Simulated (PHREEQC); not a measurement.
Dissolve 1.3 mmol/kgw Na2B4O7 and 120 mmol/kgw (NH4)2SiF6 at 25 °C. Closed to the air; pH follows from the charge balance.

Equilibrium calculation in PHREEQC: ion-association model, phreeqc.dat.

Each row changes one thing in this solution. This is a speciation only: nothing precipitates in the calculation.

```csv
case,pH,ionic strength (mol/kgw),SiF6-2 (mol/kgw),F- (mol/kgw),H3BO3 (mol/kgw),H4SiO4 (mol/kgw),SI of SiO2(a) (SiO2)
as made,3.63,0.360,0.117,0.00547,0.00261,0.00259,+0.17
Na2B4O7 from 0.0013 to 0.0026 mol/kgw,___,0.361,0.116,0.00877,0.00604,0.00392,+0.35
temperature from 25 to 20 °C,3.65,0.360,0.118,___,___,0.00238,+0.17
temperature from 25 to 50 °C,3.56,0.359,0.116,0.00663,0.00154,0.00370,___
0.012 mol/kgw NH3 added,4.60,0.370,0.115,0.0219,0.00312,0.00471,+0.43
temperature from 25 to 10 °C,3.70,0.361,0.118,0.00496,0.00334,___,+0.18
diluted 10-fold with water,3.24,0.0361,0.0112,0.00225,0.000294,0.000781,-0.39
```

**Question.** Fill in the missing entries.

**Answer.** 
- Na2B4O7 from 0.0013 to 0.0026 mol/kgw, pH: 3.99
- temperature from 25 to 20 °C, F- (mol/kgw): 0.00528
- temperature from 25 to 20 °C, H3BO3 (mol/kgw): 0.00285
- temperature from 25 to 50 °C, SI of SiO2(a) (SiO2): +0.13
- temperature from 25 to 10 °C, H4SiO4 (mol/kgw): 0.00198

Complexes and solids missing from the database can't appear. Some of these states are supersaturated (in SiO2(a), Quartz (slow to form), Chalcedony (slow to form), for instance). Away from 25 °C the constants follow the database's enthalpies or fits; those with neither stay at their 25 °C values. SiF6-2 is the database's only silicon fluoride. Real BF4- forms and hydrolyses slowly; the run takes it at equilibrium.
